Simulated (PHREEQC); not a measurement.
Dissolve 0.0043 mol/kgw HCl, 0.0051 mol/kgw FeCl3 and 0.07 mol/kgw CuCl2 at 20 °C. It is in equilibrium with CO2 at log p = -3.4 (atm). Otherwise closed; pH follows from the charge balance.

Computed with PHREEQC (ion-association model, phreeqc.dat).

```tsv
quantity	before	after
pH	2.36	2.27
ionic strength (mol/kgw)	0.222	0.0302
Cl- (mol/kgw)	0.150	0.0189
FeCl+2 (mol/kgw)	0.00191	0.000611
Fe+3 (mol/kgw)	0.00159	0.00264
FeOH+2 (mol/kgw)	0.000759	0.00131
SI of Goethite (FeOOH)	+4.20	+4.52
SI of Hematite (Fe2O3)	+10.38	+11.02
```

Question: Name the change that produced these shifts.
A) CuCl2 left out
B) temperature from 20 to 80 °C
C) HCl from 0.0043 to 0.00387 mol/kgw
D) HCl left out

Answer: A, CuCl2 left out

This is a speciation only: nothing precipitates in the calculation. Some of these states are supersaturated (in Hematite (slow to form), Goethite (slow to form), for instance).
